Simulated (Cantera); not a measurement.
A Cantera script and its output.

```python
import numpy as np
import cantera as ct

gas = ct.Solution("gri30.yaml")
gas.TPX = 1075, 380, {'H2': 0.0092, 'O2': 1}
reactor = ct.IdealGasConstPressureReactor(gas, energy="off", clone=False)
net = ct.ReactorNet([reactor])
net.rtol, net.atol = 1e-08, 1e-18
show = ['H2', 'O2', 'H2O2', 'O', 'H2O']
times = np.geomspace(3e-06, 3, 11)

steps = ct.SolutionArray(gas, extra=["t"])
rows = []
print(f"{'t/s':>10s}{'T/K':>9s}{'P/Pa':>11s}" + "".join(f"{s:>11s}" for s in show))
for t in times:
    while net.time < t:
        t_next = net.step()
        steps.append(gas.state, t=t_next)
    rows.append([np.interp(t, steps.t, y) for y in (steps.T, steps.P, *steps(*show).X.T)])
    print(f"{t:10.3e}{rows[-1][0]:9.1f}{rows[-1][1]:11.4g}" + "".join(f"{x:11.3e}" for x in rows[-1][2:]))
rate = np.gradient(steps.T, steps.t)
print("integrator steps:", len(steps.t))
if steps.T.max() > steps.T[0] + 200:
    print(f"time of steepest temperature rise: {steps.t[rate.argmax()]:.4e} s")
gas.TPX = 1075, 380, {'H2': 0.0092, 'O2': 1}
gas.equilibrate("TP")
print(f"equilibrium (TP): T = {gas.T:.1f} K  " + "  ".join(f"{s} {gas[s].X[0]:.3e}" for s in show))
```

It prints:

```
       t/s      T/K       P/Pa         H2         O2       H2O2          O        H2O
 3.000e-06   1075.0        380  9.116e-03  9.909e-01  5.695e-20  3.199e-15  3.514e-18
 1.194e-05   1075.0        380  9.116e-03  9.909e-01  7.563e-19  4.209e-14  1.134e-16
 4.755e-05   1075.0        380  9.116e-03  9.909e-01  1.198e-17  6.393e-13  6.544e-15
 1.893e-04   1075.0        380  9.116e-03  9.909e-01  1.895e-16  8.653e-12  3.589e-13
 7.536e-04   1075.0        380  9.116e-03  9.909e-01  3.002e-15  8.767e-11  1.489e-11
 3.000e-03   1075.0        380  9.116e-03  9.909e-01  4.756e-14  7.817e-10  4.358e-10
 1.194e-02   1075.0        380  9.116e-03  9.909e-01  7.582e-13  2.804e-08  2.978e-08
 4.755e-02   1075.0        380  5.957e-03  9.881e-01  2.248e-08  2.075e-03  2.496e-03
 1.893e-01   1075.0        380  3.478e-05  9.835e-01  5.044e-09  6.970e-03  8.635e-03
 7.536e-01   1075.0        380  2.318e-05  9.860e-01  5.072e-09  4.588e-03  8.805e-03
 3.000e+00   1075.0        380  7.410e-06  9.893e-01  4.778e-09  1.448e-03  9.017e-03
integrator steps: 795
equilibrium (TP): T = 1075.0 K  H2 1.053e-10  O2 9.908e-01  H2O2 3.870e-12  O 2.132e-08  H2O 9.157e-03
```

Computed with Cantera and GRI-Mech 3.0 (53 species, 325 reactions). Radical loss at walls, strong at low pressure, is not modelled.
